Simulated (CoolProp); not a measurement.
Values from CoolProp's reference Helmholtz-energy equation of state, Lemmon 2022.

Task: Give the vapour pressure (MPa), surface tension (mN/m), liquid conductivity (mW/(m K)) of saturated R1234yf at -86.75, -78.15, -69.55 °C.

Result: 
```
T (°C)  p (MPa)  surface tension (mN/m)  liquid conductivity (mW/(m K))
------  -------  ----------------------  ------------------------------
-86.75  0.00318                    23.4                             103
-78.15  0.00625                    21.9                            99.7
-69.55   0.0115                    20.4                            96.4
```

Thermal conductivity comes from a separate model (Perkins 2011). Surface tension comes from a separate correlation (Mulero 2012).
